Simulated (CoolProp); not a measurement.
Saturated liquid density (kg/m³) of carbon monoxide: the reference equation beside estimates from Tc = 132.9 K, pc = 3.498 MPa, ω = 0.050.

Model: reference Helmholtz-energy equation of state, Lemmon 2006, in CoolProp. It is a short technical equation, of lower accuracy than the large ones.

```
T (K)  reference  Redlich-Kwong  Soave-Redlich-Kwong
-----  ---------  -------------  -------------------
87.5       767.0          765.1                762.2
91.7       747.3          741.6                739.8
96         726.1          715.9                715.2
100.2      704.3          688.9                689.2
104.5      680.6          659.1                660.3
108.7      655.6          627.5                629.4
113        627.7          591.9                594.5
117.2      597.2          553.1                556.1
```

Absolute difference from the reference over all 8 rows, mean and median: Redlich-Kwong 3.1 and 2.7 %, Soave-Redlich-Kwong 3.1 and 2.6 %.
